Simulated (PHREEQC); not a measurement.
A solution holds 0.0073 mol NH4Br per kg of water, at 25 °C. Closed to the air; pH follows from the charge balance.

All values are PHREEQC results (ion-association model, phreeqc.dat), not measurements.

Each row changes one thing in this solution. No solid was allowed to form.

```tsv
case	pH	ionic strength (mol/kgw)	NH3 (mol/kgw)
as made	5.73	0.00730	2.02e-6
NH4Br from 0.0073 to 0.073 mol/kgw	5.29	0.0730	6.13e-6
NH4Br from 0.0073 to 0.0109 mol/kgw	5.65	0.0109	2.46e-6
NH4Br replaced by NH4HS at the same molality	8.09	0.00686	0.000441
NH4Br from 0.0073 to 0.0365 mol/kgw	5.42	0.0365	4.43e-6
9.7e-05 mol/kgw Na2HPO4 added	7.10	0.00750	4.77e-5
diluted 10-fold with water	6.20	0.000730	6.36e-7
```
